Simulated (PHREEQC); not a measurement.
Make-up at 25 °C: 62 mmol/kgw Na2HPO4 and 0.053 mmol/kgw (NH4)2SO4. Closed to the air; pH follows from the charge balance.

All values are PHREEQC results (ion-association model, wateq4f.dat), not measurements.

Precipitation was switched off in this run.

Question: Predict the pH.

Answer: pH 9.20.

Question: In which forms is Na present?

Answer: Na+ 97 %, NaHPO4- 3.3 % of the Na.

Species that the database lacks are ignored. H3PO4, which wateq4f.dat lacks, is added to it with the constant of phreeqc.dat.
